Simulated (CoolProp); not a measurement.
Properties of nitrogen along the isotherm 136.9 K (Tc = 126.2 K, pc = 3.396 MPa, ω = 0.037).

Values from CoolProp's reference Helmholtz-energy equation of state, Span 2000.

```csv
p (MPa),phase,density (kg/m³),isothermal compressibility (1/MPa),fugacity coefficient
3.77,supercritical,148.6,0.4918,0.7236
7.55,supercritical,469.1,0.06624,0.4922
11.3,supercritical,542.4,0.02440,0.3941
15.1,supercritical,582.6,0.01483,0.3481
18.9,supercritical,611.0,0.01067,0.3253
22.6,supercritical,632.7,0.008399,0.3149
26.4,supercritical,651.3,0.006904,0.3118
30.2,supercritical,667.2,0.005869,0.3141
34,supercritical,681.2,0.005109,0.3205
```
